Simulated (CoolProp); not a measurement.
Vapour-liquid equilibrium of R22 (1) + dimethyl ether (2) at -17.95 °C; x and y are mole fractions of (1).

The numbers come from the multi-fluid Helmholtz-energy mixture model, Kamei 1995 and Wu 2011; pair parameters Bell 2016 in CoolProp.

| x | bubble pressure (MPa) | y at the bubble point | dew pressure at overall composition x (MPa) | liquid density (mol/L) |
|---|---|---|---|---|
| 0.05 | 0.1334 | 0.039 | 0.1329 | 15.78 |
| 0.125 | 0.1310 | 0.106 | 0.1306 | 15.83 |
| 0.2 | 0.1295 | 0.187 | 0.1294 | 15.87 |
| 0.275 | 0.1292 | 0.282 | 0.1291 | 15.90 |
| 0.35 | 0.1307 | (withheld) | 0.1299 | 15.92 |
| 0.425 | 0.1347 | 0.506 | 0.1316 | 15.93 |
| 0.5 | 0.1418 | 0.623 | 0.1344 | 15.93 |
| 0.575 | 0.1526 | 0.730 | 0.1384 | 15.92 |
| 0.65 | 0.1673 | 0.820 | 0.1441 | 15.90 |
| 0.725 | 0.1857 | 0.890 | 0.1520 | 15.85 |
| 0.8 | 0.2069 | (withheld) | 0.1633 | (withheld) |
| 0.875 | 0.2297 | 0.972 | 0.1808 | 15.71 |
| 0.95 | 0.2519 | 0.992 | 0.2128 | 15.59 |

Question: Complete the blanks.

Answer: 
- 0.35, y at the bubble point: 0.390
- 0.8, y at the bubble point: 0.940
- 0.8, liquid density (mol/L): 15.79

y crosses x between x = 0.2 and 0.275: the model has an azeotrope there.

Pair parameters are fitted to limited data, so mixtures are less certain than the pure fluids.
